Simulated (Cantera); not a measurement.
Equilibrium for sublimation and decomposition of ceramics: SiC + Si + N2

Charge: 1 mol SiC, 0.0052 mol Si, 0.15 mol N2, at 2550 K.

Equilibrium computed with Cantera from the NASA thermochemical tables; the gas is ideal and each condensed phase is pure. Candidate condensed phases: C, Si, SiC, Si3N4; 20 gas species. Mutual solubility and eutectic melting of coexisting phases are not modelled. The tables' values for SiN are old estimates; treat these amounts as uncertain. The numbers say what is thermodynamically allowed, not how fast it happens.

```tsv
P (Pa)	x N2	x Si	x SiC2	x C3	x Si2C	x C	x CN	x C2	n C(graphite)	n SiC(s)	n Si(l)
1	0.102	0.564	0.168	0.107	0.000280	0.0326	0.0156	0.00991	0.00307	0	0
10	0.125	0.654	0.195	0.0107	0.00377	0.00326	0.00548	0.000991	0.487	0	0
100	0.133	0.635	0.190	0.00107	0.0356	0.000326	0.00179	9.91e-5	0.530	0	0
1000	0.726	0.184	0.0550	0.000107	0.0299	3.26e-5	0.00132	9.91e-6	0.0283	0.943	0
10000	0.960	0.0299	0.00339	2.49e-6	0.00485	2.01e-6	0.000296	3.76e-7	0	0.998	0
100000	0.990	0.00685	0.000148	2.07e-8	0.00111	8.78e-8	4.14e-5	7.16e-9	0	1.000	0.00369
1000000	0.999	0.000685	1.48e-5	2.07e-9	0.000111	8.78e-9	1.32e-5	7.16e-10	0	1.000	0.00500
```
x: gas mole fraction; n: condensed amount in mol.

From 0.00750 Torr to 0.750 Torr the condensed part is C(graphite). At 7.50 Torr the condensed part is C(graphite) + SiC(s). At 75.0 Torr the condensed part is SiC(s). From 750 Torr to 7500 Torr the condensed part is Si(l) + SiC(s). The main Si-bearing gas is Si throughout.
